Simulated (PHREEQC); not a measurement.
Solution (50 °C): 0.051 mol/kgw HF, 0.0002 mol/kgw NH4HF2 and 0.0012 mol/kgw H4SiO4. It is in equilibrium with CO2 at log p = -3.5 (atm). Otherwise closed; pH follows from the charge balance.

Equilibrium calculation in PHREEQC: ion-association model, phreeqc.dat.

```
quantity                    before     after
------------------------  --------  --------
pH                            2.25      2.20
ionic strength (mol/kgw)   0.00745   0.00834
HF (mol/kgw)                0.0398    0.0388
F- (mol/kgw)               0.00328   0.00410
HF2- (mol/kgw)            0.000567  0.000633
H4SiO4 (mol/kgw)           6.76e-9  1.95e-10
SI of Quartz (SiO2)          -4.53     -5.80
```

Name the change that produced these shifts.
(A) diluted 10-fold with water
(B) NH4HF2 left out
(C) temperature from 50 to 45 °C
(D) HF from 0.051 to 0.0051 mol/kgw
(E) temperature from 50 to 30 °C

E, temperature from 50 to 30 °C

This is a speciation only: nothing precipitates in the calculation. Away from 25 °C the constants follow the database's enthalpies or fits; those with neither stay at their 25 °C values. SiF6-2 is the database's only silicon fluoride.
